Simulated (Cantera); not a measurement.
What does this Cantera script print?

```python
import numpy as np
import cantera as ct

gas_names = """
    C CO CO2 C2 C2O C3 C3O2 C4 C5 O O2 O3 Ta TaO TaO2
""".split()
cond_names = """
    C(gr) Ta(cr) Ta(L) TaC(s) TaC(L) Ta2O5(s) Ta2O5(L)
""".split()


# ... load() reads the species with a 1 bar reference pressure and builds the phases ...
atoms = {
    'Ta2O5': {'Ta': 2, 'O': 5},
    'CO': {'C': 1, 'O': 1},
}
top_T = {'C(gr)': 4500}  # K; cautious upper limits of use, not melting points


# ... equilibrate(T, P, feed) seeds the gas with the atoms and calls Mixture.equilibrate('TP', solver="vcs", rtol=1e-11, max_steps=5000) ...
results = []
feed = {'Ta2O5': 1, 'CO': 1.2}  # mol
P = 150000  # Pa
for T in [1148, 1173, 1198, 1223, 1248, 1273, 1298, 1323, 1348, 1373, 1398, 1423]:
    mix = equilibrate(T, P, feed)
    results.append((T, P, feed, dict(zip(mix.species_names, mix.species_moles))))

top = {s: max(r[3][s] / sum(r[3][g] for g in gas_names) for r in results) for s in gas_names}
cols = sorted((s for s in top if top[s] > 1e-06), key=lambda s: -top[s])[:6]
seen = [c for c in cond_names if any(r[3].get(c, 0) > 1e-12 for r in results)]
print("log10 of partial pressures in bar; condensed amounts in mol")
print(f"{'T/K':>10s}" + "".join(f"{s[:9]:>10s}" for s in cols + seen))
for T, P, feed, n in results:
    ng = sum(n[g] for g in gas_names)
    print(f"{T:10.4g}" + "".join(f"{np.log10(max(n[s] / ng * P / 1e5, 1e-99)):10.3f}" for s in cols)
          + "".join(f"{n.get(c, 0):10.4g}" for c in seen))
```

Result:

```
log10 of partial pressures in bar; condensed amounts in mol
       T/K        CO       CO2     C(gr)    TaC(s)  Ta2O5(s)
      1148     0.152    -1.087   0.06207         0         1
      1173     0.159    -1.237   0.04467         0         1
      1198     0.164    -1.383    0.0322         0         1
      1223     0.167    -1.527   0.02333         0         1
      1248     0.170    -1.666   0.01702         0         1
      1273     0.171    -1.800   0.01253         0         1
      1298     0.173    -1.931  0.009313         0         1
      1323     0.174    -2.056  0.006988         0         1
      1348     0.174    -2.177  0.005295         0         1
      1373     0.175    -2.294   0.00405         0         1
      1398     0.175    -2.407  0.003127         0         1
      1423     0.175    -2.454         0 0.0008025    0.9996
```

Equilibrium computed with Cantera from the NASA thermochemical tables; the gas is ideal and each condensed phase is pure. Mutual solubility and eutectic melting of coexisting phases are not modelled. TaC: taken at fixed stoichiometry. Condensed phases not in the tables: Ta2C.
